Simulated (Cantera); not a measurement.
Charge: 1 mol C2H4, 0.18 mol O2, at 1825 °C and 0.690 bar.

Equilibrium computed with Cantera from the NASA thermochemical tables; the gas is ideal and each condensed phase is pure. Candidate condensed phases: C, C6H6, C7H8, C8H18, H2O; 110 gas species. Rates play no part.

Base state: H2 0.843, CO 0.152, H 0.00340, C2H2 (acetylene) 0.00120, CH4 0.000163, CH3 1.28e-5 (mole fractions); condensed: C(graphite).

Task: What changes in the equilibrium state with this change: O2 from 0.18 to 0.068 mol?

Result: 
```csv
species,before,after
H2,0.843,0.931
CO,0.152,0.0636
H,0.00340,0.00358
CH4,0.000163,0.000198
CH3,1.28e-5,1.49e-5
C2H2 (acetylene),0.00120,0.00133
"C(graphite), mol",1.63,1.86
```

Task: What changes in the equilibrium state with this change: temperature from 1825 °C to 1677 °C?

Result: 
| species | before | after |
|---|---|---|
| H2 | 0.843 | 0.846 |
| CO | 0.152 | 0.152 |
| H | 0.00340 | 0.00127 |
| C2H2 (acetylene) | 0.00120 | 0.000462 |
| H2O | 7.16e-6 | 1.28e-5 |
| CH3 | 1.28e-5 | 7.18e-6 |
| C(graphite), mol | 1.63 | 1.64 |
